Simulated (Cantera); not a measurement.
## Pb + H2O + H2 (metals in furnace atmospheres)

Charge: 1 mol Pb, 0.056 mol H2O, 59 mol H2, equilibrated at 0.133 bar.

These are equilibrium values from Cantera (NASA tables, ideal gas, pure condensed phases), not measurements of a reactor. Candidate condensed phases: H2O, Pb, PbO, PbO2, Pb3O4; 12 gas species. Equilibrium is a limit: real reactors are often held back by kinetics, nucleation or transport.

From 823 K to 1223 K the condensed part is Pb(l). From 1323 K to 2023 K nothing is condensed. The main Pb-bearing gas is Pb throughout.

```tsv
T (K)	x H2	x Pb	x H	x H2O	x Pb2	x OH	x PbO	x O	n Pb(l)
823	0.999	1.01e-6	2.01e-11	0.000948	<1e-12	<1e-12	<1e-12	<1e-12	1.000
923	0.999	1.90e-5	6.70e-10	0.000948	1.71e-11	<1e-12	<1e-12	<1e-12	0.999
1023	0.999	0.000200	1.13e-8	0.000948	8.81e-10	<1e-12	<1e-12	<1e-12	0.988
1123	0.998	0.00137	1.17e-7	0.000947	2.20e-8	<1e-12	1.81e-11	<1e-12	0.919
1223	0.992	0.00681	8.20e-7	0.000942	3.19e-7	7.01e-12	2.63e-10	<1e-12	0.595
1323	0.982	0.0166	4.30e-6	0.000932	1.22e-6	5.91e-11	1.61e-9	<1e-12	0
1423	0.982	0.0166	1.80e-5	0.000932	8.23e-7	3.71e-10	3.53e-9	<1e-12	0
1523	0.982	0.0166	6.27e-5	0.000932	5.85e-7	1.84e-9	7.02e-9	<1e-12	0
1623	0.982	0.0166	0.000188	0.000932	4.34e-7	7.46e-9	1.28e-8	1.17e-12	0
1723	0.982	0.0166	0.000495	0.000932	3.32e-7	2.58e-8	2.18e-8	1.03e-11	0
1823	0.981	0.0166	0.00118	0.000932	2.61e-7	7.77e-8	3.50e-8	7.15e-11	0
1923	0.980	0.0166	0.00255	0.000931	2.09e-7	2.09e-7	5.34e-8	4.06e-10	0
2023	0.977	0.0166	0.00514	0.000929	1.71e-7	5.09e-7	7.80e-8	1.95e-9	0
```
x: gas mole fraction; n: condensed amount in mol.
